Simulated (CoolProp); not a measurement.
n-undecane along the isotherm 346.85 °C: fugacity coefficient from the reference equation and from simpler models built on Tc = 365.7 °C, pc = 1990 kPa, ω = 0.539; each cubic takes its own stable root.

Model: reference Helmholtz-energy equation of state, Aleksandrov 2011, in CoolProp. It is a short technical equation, of lower accuracy than the large ones.

| p (kPa) | phase | reference |
|---|---|---|
| 15.7 | gas | 0.9966 |
| 25.4 | gas | 0.9945 |
| 41.1 | gas | 0.9911 |
| 66.4 | gas | 0.9856 |
| 107 | gas | 0.9768 |
| 173 | gas | 0.9626 |
| 280 | gas | 0.9397 |
| 452 | gas | 0.9033 |
| 730 | gas | 0.8454 |
| 1180 | gas | 0.7526 |
| 1910 | liquid | 0.5592 |
| 3080 | liquid | 0.3772 |
| 4980 | liquid | 0.2654 |

Q: How far does each simpler model (van der Waals, Soave-Redlich-Kwong, Peng-Robinson) lie from the reference over these 13 states: mean and median of the absolute difference, and the worst?

A: 
- van der Waals: mean 7.9 %, median 1.7 %, worst +36.6 % at 346.85 °C and 4980 kPa
- Soave-Redlich-Kwong: mean 2.9 %, median 0.7 %, worst +12.6 % at 346.85 °C and 4980 kPa
- Peng-Robinson: mean 1.2 %, median 0.2 %, worst +5.7 % at 346.85 °C and 4980 kPa
